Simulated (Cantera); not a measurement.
A perfectly stirred reactor is fed with CO : O₂ : H₂O : N₂ = 0.0014 : 0.0041 : 0.028 : 1 (molar parts), equivalence ratio 0.17, at 3.30 bar; it is held at 1448 K, and followed from long to short residence time.

Model: GRI-Mech 3.0 (53 species, 325 reactions), integrated in Cantera.

Predict: x(CO) at τ = 0.620 s; x(O₂) at τ = 0.620 s; x(H₂O) at τ = 0.620 s; x(O) at τ = 0.620 s; x(NO) at τ = 0.620 s; x(CO) at τ = 42.0 ms; x(O₂) at τ = 42.0 ms; x(H₂O) at τ = 42.0 ms; x(O) at τ = 42.0 ms; x(NO) at τ = 42.0 ms.


```
Property                Result
---------------------  -------
x(CO) at τ = 0.620 s   1.03e-5
x(O₂) at τ = 0.620 s   0.00329
x(H₂O) at τ = 0.620 s   0.0271
x(O) at τ = 0.620 s    7.26e-7
x(NO) at τ = 0.620 s   7.41e-8
x(CO) at τ = 42.0 ms   6.60e-5
x(O₂) at τ = 42.0 ms   0.00332
x(H₂O) at τ = 42.0 ms   0.0271
x(O) at τ = 42.0 ms    3.64e-6
x(NO) at τ = 42.0 ms   8.92e-8
```
